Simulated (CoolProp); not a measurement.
The fluid at 271.24 K and 4.71 MPa is throttled through a valve to 0.496 MPa with no heat exchange. The same conditions are run with several fluids, on thermodynamics alone (safety and materials aside).

The numbers come from the reference Helmholtz-energy equation of state of each fluid (toluene: Lemmon 2006; n-pentane: Thol 2019; the fluoroketone C6F12O (FK-5-1-12): McLinden 2015; R21: Platzer 1990; ammonia: Gao 2020) in CoolProp. The equations of Platzer and Polt are older, rougher fits.

Rank toluene, n-pentane, the fluoroketone C6F12O (FK-5-1-12), R21, ammonia by temperature change (K), highest first.

toluene (+2.1), n-pentane (+1.8), R21 (+1.7), the fluoroketone C6F12O (FK-5-1-12) (+1.3), ammonia (+0.6)

| fluid | final density (kg/m³) |
|---|---|
| toluene | 886 |
| n-pentane | 646 |
| the fluoroketone C6F12O (FK-5-1-12) | 1680 |
| R21 | 1430 |
| ammonia | 640 |
